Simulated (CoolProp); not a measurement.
n-perfluorohexane at several states: Z from the reference equation and from simpler models built on Tc = 448.0 K, pc = 1.742 MPa, ω = 0.497; each cubic takes its own stable root.

Values from CoolProp's reference Helmholtz-energy equation of state, Gao 2022.

```csv
T (K),p (MPa),phase,reference,van der Waals,Redlich-Kwong,Peng-Robinson
421.2,0.0806,gas,0.9795,0.9838,0.9809,0.9780
281.9,0.0695,liquid,0.005819,0.9642,0.007160,0.005945
427.8,0.693,gas,0.8071,0.8484,0.8238,0.7996
341.5,0.0283,gas,0.9852,0.9908,0.9880,0.9850
```

At some of these states van der Waals gives the other phase, because its saturation line lies elsewhere.
